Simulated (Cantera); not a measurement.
Mixture: CH3OH : O2 : N2 = 1 : 1.07 : 4.03 (molar parts), equivalence ratio 1.4, at 17300 Torr, adiabatic and at constant volume. Ignition delay is the time to a rise of 400 K.

Detailed kinetics in Cantera: GRI-Mech 3.0 (53 species, 325 reactions). GRI-Mech 3.0 was tuned for natural gas; its chemistry of methanol as a main component is partial and can be far from experiment. The pressure lies above the range GRI-Mech 3.0 was tuned for (to about 10 atm).

Question: What does this change do: CH3OH 1 to 0.62 parts?

Answer: 
```
quantity                                                before       after
--------------------------------------------------  ----------  ----------
delay at 1175 K                                        1.17 ms     1.31 ms
delay at 1225 K                                       0.500 ms    0.559 ms
delay at 1275 K                                       0.229 ms    0.256 ms
delay at 1325 K                                       0.111 ms    0.125 ms
delay at 1375 K                                        57.5 µs     65.0 µs
delay at 1425 K                                        31.3 µs     35.7 µs
delay at 1475 K                                        17.9 µs     20.6 µs
apparent activation energy between 1375 and 1475 K  200 kJ/mol  190 kJ/mol
```

Question: What does this change do: N2 4.03 to 12 parts?

Answer: 
```tsv
quantity	before	after
delay at 1175 K	1.17 ms	1.57 ms
delay at 1225 K	0.500 ms	0.671 ms
delay at 1275 K	0.229 ms	0.309 ms
delay at 1325 K	0.111 ms	0.152 ms
delay at 1375 K	57.5 µs	80.0 µs
delay at 1425 K	31.3 µs	44.5 µs
delay at 1475 K	17.9 µs	26.2 µs
apparent activation energy between 1375 and 1475 K	200 kJ/mol	190 kJ/mol
```
